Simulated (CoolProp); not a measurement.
A single-stage vapour-compression cycle with R115: evaporating at 218.15 K (dew point), condensing at 252.15 K (bubble point), superheat 5 K, subcooling 8 K, compressor efficiency 0.8, no pressure losses. Each further row changes one setting.

Model: reference Helmholtz-energy equation of state, Lemmon 2016, in CoolProp.

```
case                              cooling COP  pressure ratio  discharge temperature (K)  refrigerating effect (kJ/kg)  volumetric capacity (kJ/m³)
--------------------------------  -----------  --------------  -------------------------  ----------------------------  ---------------------------
as stated                          (withheld)            4.54                      263.0                           110                          441
evaporating temperature 223.15 K   (withheld)      (withheld)                      261.6                           113                          575
condensing temperature 247.15 K          5.66            3.74                      257.7                           115                          461
subcooling 13 K                          4.91            4.54                      263.0                           115                          461
superheat 15 K                     (withheld)            4.54                 (withheld)                           116                          445
compressor efficiency 0.7                4.12            4.54                      267.8                           110                          441
```

What belongs in the gaps?


- as stated, cooling COP: 4.71
- evaporating temperature 223.15 K, cooling COP: 5.78
- evaporating temperature 223.15 K, pressure ratio: 3.51
- superheat 15 K, cooling COP: 4.75
- superheat 15 K, discharge temperature (K): 273.6
